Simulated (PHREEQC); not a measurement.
Make-up at 25 °C: 0.62 mol K2CO3 and 4.9 mol NaCl per kg of water. Closed to the air; pH follows from the charge balance.

Computed with PHREEQC (Pitzer model, pitzer.dat).

Question: The ionic strength comes out as 6.76 mol/kgw. What activity coefficients do HCO3-, CO3-2, OH-, K+, Cl- get?

Answer: HCO3- 0.27, CO3-2 0.018, OH- 0.53, K+ 0.78, Cl- 0.63. Single-ion values are on the MacInnes scale.

No solid was allowed to form. In brines, pH and single-ion activities rest on the MacInnes convention.
